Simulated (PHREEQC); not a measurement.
A PHREEQC speciation (ion-association model, wateq4f.dat) at 30 °C gives pH 10.82 and these molalities:

| species | mol/kgw |
|---|---|
| Na+ | 0.0146 |
| CO3-2 | 0.00564 |
| NaCO3- | 0.00115 |
| OH- | 0.00111 |
| HCO3- | 0.00110 |
| NaHCO3 | 6.88e-6 |

Problem. What are the element totals, and what could have been dissolved in 1 kg of water to give them?

Solution. This is not unique; one that fits is totals C(4) 0.00790, Na 0.0158 mol/kgw, from 7.9 mmol/kgw Na2CO3.

This is a speciation only: nothing precipitates in the calculation. Complexes and solids missing from the database can't appear.
